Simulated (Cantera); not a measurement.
Input: 1 mol Cu2O, 2.1 mol CH4, 2.9 mol CO, equilibrated at 950 K and 55000 Pa.

Method: chemical equilibrium by Gibbs-energy minimisation in Cantera with the NASA 1993 tables (ideal gas, pure condensed phases). Candidate condensed phases: C, C6H6, C7H8, C8H18, Cu, CuO, Cu(OH)2, Cu2O, H2O; 113 gas species. Equilibrium is a limit: real reactors are often held back by kinetics, nucleation or transport.

Base state: H2 0.494, CO 0.314, CO2 0.0905, H2O 0.0796, CH4 0.0225 (mole fractions); condensed: C(graphite) + Cu(s).

What changes in the equilibrium state with this change: temperature from 950 K to 2200 K?


```tsv
species	before	after
H2	0.494	0.491
CO	0.314	0.460
Cu	<1e-9	0.0422
CO2	0.0905	1.26e-6
H2O	0.0796	7.08e-6
CH4	0.0225	3.49e-5
H	<1e-9	0.00532
C2H2 (acetylene)	<1e-9	0.00126
C(graphite), mol	2.10	1.08
Cu(s), mol	2.00	0
Cu(l), mol	0	1.64
```

What changes in the equilibrium state with this change: Cu2O replaced by Fe3O4?


| species | before | after |
|---|---|---|
| H2 | 0.494 | 0.494 |
| CO | 0.314 | 0.314 |
| CO2 | 0.0905 | 0.0905 |
| CH4 | 0.0225 | 0.0225 |
| H2O | 0.0796 | 0.0796 |
| C(graphite), mol | 2.10 | 2.10 |
| Cu(s), mol | 2.00 | 0 |
| FeO(s), mol | 0 | 3.00 |
The tables' stoichiometric FeO is somewhat more stable than real wüstite, so its field is too wide. FeO: taken at fixed stoichiometry. Further candidate phases: Fe, Fe(CO)5, FeO, Fe(OH)2, Fe(OH)3, Fe2O3, Fe3O4.
